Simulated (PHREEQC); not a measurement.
Make-up at 25 °C: 3.2 mol KCl, 0.036 mol Na2B4O7 and 4.2 mol KBr per kg of water. Closed to the air; pH follows from the charge balance.

All values are PHREEQC results (Pitzer model, pitzer.dat), not measurements.

Question: The ionic strength comes out as 7.48 mol/kgw. What activity coefficients do K+, Cl-, OH-, B4O5(OH)4-2, Br- get?

Answer: K+ 0.65, Cl- 0.65, OH- 0.74, B4O5(OH)4-2 0.0027, Br- 0.70. Single-ion values are on the MacInnes scale.

This is a speciation only: nothing precipitates in the calculation. Saturation is exceeded, for instance for Sylvite; the values hold only as long as no solid forms. In brines, pH and single-ion activities rest on the MacInnes convention.
